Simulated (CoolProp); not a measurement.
Values from CoolProp's reference Helmholtz-energy equation of state, Thol 2017.

**Question.** For octamethyltrisiloxane (MDM), give the phase and the cv (kJ/(kg K)), Joule-Thomson coefficient (K/MPa) at 301.85 °C and 0.353 bar; 301.85 °C and 2.76 bar; 301.85 °C and 21.6 bar.

**Answer.** 
- 301.85 °C and 0.353 bar: gas; cv 2.06, Joule-Thomson coefficient 8.25
- 301.85 °C and 2.76 bar: gas; cv 2.07, Joule-Thomson coefficient 9.14
- 301.85 °C and 21.6 bar: supercritical; cv 2.15, Joule-Thomson coefficient 4.34
